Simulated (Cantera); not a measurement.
A freely propagating, adiabatic, planar premixed flame of H2 : O2 : N2 = 1 : 0.581 : 2.19 (molar parts), equivalence ratio 0.86, unburnt at 573 K and 0.980 bar; mixture-averaged transport, grid criteria slope 0.08 and curve 0.16, no radiation.

Cantera simulation using the H2/O2 subset of GRI-Mech 3.0, which has no nitrogen chemistry; the numbers are that mechanism's predictions, not measurements. Burning velocities carry a grid error of a few per cent, more on coarse grids.

**Question.** Predict: laminar burning velocity; thermal thickness; peak x(H); peak x(H2O2); peak x(HO2).

**Answer.** laminar burning velocity: 604 cm/s
thermal thickness: 0.467 mm
peak x(H): 0.0460
peak x(H2O2): 1.95e-5
peak x(HO2): 0.000314
